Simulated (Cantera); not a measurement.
An isothermal, constant-pressure homogeneous reactor starts with H2 : O2 : N2 = 0.0074 : 1 : 0.4 (molar parts), equivalence ratio 0.0037, at 1175 K and 0.0132 atm.

Computed with Cantera and GRI-Mech 3.0 (53 species, 325 reactions). Radical loss at walls, strong at low pressure, is not modelled.

Q: Predict: x(O2) at 200 s; x(OH) at 200 s; x(NO) at 200 s; x(O) at 200 s.

A: 
```
Quantity                                          Result
--------------  ----------------------------------------
x(O2) at 200 s       0.710 (gas-phase equilibrium 0.710)
x(OH) at 200 s   2.79e-6 (gas-phase equilibrium 1.94e-6)
x(NO) at 200 s  1.59e-8 (gas-phase equilibrium 0.000179)
x(O) at 200 s    2.21e-7 (gas-phase equilibrium 1.07e-7)
```
